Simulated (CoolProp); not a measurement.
A simple Rankine cycle with water: condensing at 329.15 K, boiler at 1.72 MPa, turbine inlet 518 K, turbine efficiency 0.9, pump efficiency 0.8, no recuperator. Each further row changes one setting.

Computed with CoolProp (reference Helmholtz-energy equation of state, Wagner 2002).

| case | thermal efficiency (%) | net work (kJ/kg) | heat in (kJ/kg) | turbine exit temperature (K) | volume ratio over the turbine |
|---|---|---|---|---|---|
| as stated | 25.2 | ? | 2670 | 329.1 | ? |
| turbine inlet 538 K | 25.4 | 688 | 2710 | 329.1 | ? |
| condensing temperature 321.15 K | 26.5 | 714 | 2700 | 321.1 | ? |
| boiler pressure 1.2 MPa | 23.6 | 633 | 2690 | 329.1 | ? |
| turbine efficiency 0.8 | 22.4 | 597 | 2670 | 329.1 | 61.7 |

### Question
Fill in the missing entries.

### Answer

- as stated, net work (kJ/kg): 672
- as stated, volume ratio over the turbine: 59.4
- turbine inlet 538 K, volume ratio over the turbine: 57.5
- condensing temperature 321.15 K, volume ratio over the turbine: 84.8
- boiler pressure 1.2 MPa, volume ratio over the turbine: 41.7

The expansion ends wet for: as stated; turbine inlet 538 K; condensing temperature 321.15 K; boiler pressure 1.2 MPa; turbine efficiency 0.8.
